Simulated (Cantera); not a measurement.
Charge: 1 mol C2H2, 0.79 mol H2O, 3.9 mol N2, at 2950 K and 13300 Pa.

These are equilibrium values from Cantera (NASA tables, ideal gas, pure condensed phases), not measurements of a reactor. Candidate condensed phases: C, C6H6, C7H8, C8H18, H2O; 136 gas species. Kinetics and transport are ignored.

Base state: N2 0.524, H2 0.146, H 0.141, CO 0.113, HCN 0.0507, HNC 0.00918, C2H2 (acetylene) 0.00784, CN 0.00482 (mole fractions); condensed: C(graphite).

Problem. What changes in the equilibrium state with this change: C2H2 replaced by n-butane?

Solution. 
```json
[
 {"species": "H2", "before": "0.146", "after": "0.332"},
 {"species": "N2", "before": "0.524", "after": "0.295"},
 {"species": "H", "before": "0.141", "after": "0.213"},
 {"species": "C2H2 (acetylene)", "before": "0.00784", "after": "0.0178"},
 {"species": "CO", "before": "0.113", "after": "0.0670"},
 {"species": "HCN", "before": "0.0507", "after": "0.0573"},
 {"species": "HNC", "before": "0.00918", "after": "0.0104"},
 {"species": "CH3", "before": "3.64e-6", "after": "1.24e-5"},
 {"species": "C4H2", "before": "0.000175", "after": "0.000398"},
 {"species": "C2H2 (vinylidene)", "before": "2.20e-5", "after": "4.99e-5"},
 {"species": "C(graphite), mol", "before": "0.585", "after": "1.82"}
]
```

Problem. What changes in the equilibrium state with this change: temperature from 2950 K to 1950 K?

Solution. 
| species | before | after |
|---|---|---|
| N2 | 0.524 | 0.599 |
| H2 | 0.146 | 0.272 |
| CO | 0.113 | 0.122 |
| H | 0.141 | 0.00164 |
| HCN | 0.0507 | 0.00487 |
| C3 | 0.00136 | <1e-9 |
| C | 0.000234 | <1e-9 |
| C2 | 0.000137 | <1e-9 |
| C(graphite), mol | 0.585 | 1.17 |

Problem. What changes in the equilibrium state with this change: pressure from 13300 Pa to 12.0 Pa?

Solution. 
```csv
species,before,after
N2,0.524,0.416
H,0.141,0.393
CO,0.113,0.0874
H2,0.146,0.00102
C,0.000234,0.0529
HCN,0.0507,0.000765
C3,0.00136,0.0127
CN,0.00482,0.0291
C4H2,0.000175,2.08e-9
C2H2 (acetylene),0.00784,2.25e-6
C2H2 (vinylidene),2.20e-5,6.30e-9
HNC,0.00918,0.000139
"C(graphite), mol",0.585,0
```
